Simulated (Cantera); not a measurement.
## Hydrocarbon pyrolysis for carbon deposition

An isothermal, constant-pressure homogeneous reactor starts with 25.0 % C3H8, 75.0 % H2, at 1600 K and 0.0480 bar.

Computed with Cantera and GRI-Mech 3.0 (53 species, 325 reactions). GRI-Mech 3.0 was tuned for natural gas; its chemistry of propane as a main component is partial and can be far from experiment. GRI-Mech 3.0 stops at C3 and has no aromatics, soot or wall deposition, so with more carbon than oxygen in the feed, carbon stays in small species such as C2H2 where larger ones or solid carbon would form. Radical loss at walls, strong at low pressure, is not modelled.

| t (s) | x C3H8 | x H2 | x CH2 | x C2H4 | x CH4 | x C2H6 | x CH3 |
|---|---|---|---|---|---|---|---|
| 0.000500 | 0.000295 | 0.628 | 2.92e-6 | 0.131 | 0.174 | 0.00241 | 0.00535 |
| 0.00107 | 8.64e-6 | 0.638 | 8.57e-7 | 0.107 | 0.172 | 0.000753 | 0.00230 |
| 0.00227 | 2.63e-7 | 0.646 | 2.82e-7 | 0.0862 | 0.169 | 0.000227 | 0.00117 |
| 0.00484 | 4.46e-8 | 0.653 | 1.08e-7 | 0.0655 | 0.166 | 7.56e-5 | 0.000676 |
| 0.0103 | 1.74e-8 | 0.661 | 6.21e-8 | 0.0437 | 0.162 | 3.81e-5 | 0.000496 |
| 0.0220 | 1.27e-8 | 0.669 | 6.36e-8 | 0.0204 | 0.157 | 3.49e-5 | 0.000497 |
| 0.0469 | 1.37e-8 | 0.677 | 8.34e-8 | 0.00434 | 0.151 | 4.13e-5 | 0.000566 |
| 0.100 | 1.29e-8 | 0.684 | 8.81e-8 | 0.00149 | 0.142 | 4.01e-5 | 0.000566 |
| 0.213 | 9.66e-9 | 0.695 | 8.27e-8 | 0.00133 | 0.126 | 3.28e-5 | 0.000515 |
| 0.454 | 5.59e-9 | 0.713 | 7.34e-8 | 0.00115 | 0.101 | 2.24e-5 | 0.000431 |
| 0.969 | 2.18e-9 | 0.736 | 5.93e-8 | 0.000988 | 0.0689 | 1.15e-5 | 0.000316 |
| 2.06 | 5.31e-10 | 0.758 | 4.16e-8 | 0.000895 | 0.0387 | 4.18e-6 | 0.000195 |
| 4.40 | 9.91e-11 | 0.772 | 2.45e-8 | 0.000872 | 0.0187 | 1.14e-6 | 0.000102 |
| 9.38 | 2.58e-11 | 0.779 | 1.32e-8 | 0.000875 | 0.00909 | 3.32e-7 | 5.15e-5 |
| 20.0 | 1.28e-11 | 0.781 | 8.26e-9 | 0.000878 | 0.00551 | 1.66e-7 | 3.15e-5 |
x: mole fraction; the columns are a selection and need not sum to one.

Equilibrium at this temperature and pressure: C3H8 1.05e-11, H2 0.782, CH2 7.13e-9, C2H4 0.000879, CH4 0.00472, C2H6 1.40e-7, CH3 2.71e-5 (gas phase only).
